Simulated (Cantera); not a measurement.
A closed system holds: 1 mol MgCO3, 0.25 mol CO2, 0.28 mol H2O, equilibrated at 0.0710 bar.

These are equilibrium values from Cantera (NASA tables, ideal gas, pure condensed phases), not measurements of a reactor. Candidate condensed phases: C, C6H6, C7H8, C8H18, H2O, Mg, MgCO3, MgO, Mg(OH)2; 116 gas species. Kinetics and transport are ignored.

x: gas mole fraction; n: condensed amount in mol.

```csv
T (°C),x CO2,x H2O,x CO,x O2,x OH,x H2,n MgO(s)
1027,0.817,0.183,7.36e-5,4.06e-5,3.24e-6,9.35e-6,1.00
1127,0.817,0.183,0.000256,0.000138,1.29e-5,2.64e-5,1.00
1227,0.816,0.183,0.000752,0.000398,4.28e-5,6.51e-5,1.00
1327,0.814,0.183,0.00192,0.00100,0.000122,0.000144,1.00
1427,0.811,0.182,…,…,…,…,1.000
1527,0.804,0.181,…,…,…,…,1.000
1627,0.792,0.180,0.0174,0.00878,0.00143,0.000937,1.000
```

Task: Fill in the missing entries.

Result: 
- 1427, x CO: 0.00439
- 1427, x O2: 0.00226
- 1427, x OH: 0.000306
- 1427, x H2: 0.000289
- 1527, x CO: 0.00911
- 1527, x O2: 0.00464
- 1527, x OH: 0.000693
- 1527, x H2: 0.000538
